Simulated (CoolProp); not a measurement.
Saturated liquid density (kg/m³) of n-hexane: the reference equation beside estimates from Tc = 507.8 K, pc = 3044 kPa, ω = 0.300. Rackett uses Z = 0.29056 − 0.08775 ω.

Computed with CoolProp (reference Helmholtz-energy equation of state, Thol 2019).

| T (K) | reference | Rackett | van der Waals | Soave-Redlich-Kwong | Peng-Robinson |
|---|---|---|---|---|---|
| 327 | 627.9 | 633.5 | 371.1 | 566.2 | 639.7 |
| 338.3 | 616.9 | 622.1 | 364.8 | 555.9 | 628.6 |
| 349.7 | 605.5 | 610.3 | 358.1 | 545.0 | 616.7 |
| 361.1 | 593.8 | 598.1 | 351.2 | 533.3 | 604.0 |
| 372.4 | 581.8 | 585.6 | 344.0 | 521.1 | 590.5 |
| 383.8 | 569.2 | 572.5 | 336.4 | 507.8 | 575.8 |
| 395.2 | 556.0 | 558.8 | 328.4 | 493.7 | 560.1 |
| 406.5 | 542.3 | 544.6 | 320.0 | 478.6 | 543.2 |
| 417.9 | 527.6 | 529.5 | 311.1 | 462.2 | 524.7 |
| 429.2 | 512.1 | 513.6 | 301.6 | 444.6 | 504.6 |
| 440.6 | 495.2 | 496.3 | 291.2 | 425.1 | 482.4 |
| 452 | 476.6 | 477.5 | 279.9 | 403.6 | 457.5 |
| 463.3 | 455.8 | 456.8 | 267.5 | 379.7 | 429.8 |
| 474.7 | 431.5 | 432.9 | 253.3 | 352.0 | 397.4 |

Absolute difference from the reference over all 14 rows, mean and median: Rackett 0.5 and 0.5 %, van der Waals 41.0 and 41.0 %, Soave-Redlich-Kwong 12.4 and 11.5 %, Peng-Robinson 2.4 and 1.8 %.
